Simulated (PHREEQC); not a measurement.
1.6 g of hydrous ferric oxide (600 m²/g; 0.2 weak and 0.005 strong sites per Fe, Dzombak-Morel constants, diffuse double layer) in 1 kg of water with 0.01 mol/kgw of an inert sodium salt and 0.0053 mol/kgw BaCl2 and 2.1e-05 mol/kgw ZnCl2, at 25 °C; the pH is set by adding NaOH or the inert anion's acid. O2 is buffered at 0.21 atm. CO2 from the air is kept out. No solid was allowed to form.

Model: ion-association model, wateq4f.dat, run in PHREEQC.

```tsv
pH	Ba sorbed (%)	Zn sorbed (%)	surface charge σ (C/m²)	surface potential ψ (mV)
3	0.0	0.0	0.348	183
3.38	0.0	0.0	0.326	180
3.75	0.0	0.1	0.293	175
4.12	0.0	0.3	0.252	167
4.5	0.0	1.4	0.207	158
4.88	0.0	6.3	0.165	146
5.25	0.0	22.0	0.128	134
5.62	0.1	52.9	0.098	120
6	0.2	81.3	0.072	105
6.38	0.5	93.6	0.052	89
6.75	0.9	97.3	0.037	73
7.12	1.3	98.7	0.025	56
7.5	1.6	99.4	0.015	37
7.88	2.0	99.8	0.007	18
8.25	3.2	99.9	0.000	1
8.62	7.0	100.0	-0.005	-13
9	13.9	100.0	-0.007	-20
```

The oxide is taken as insoluble; below pH 4 it would dissolve.
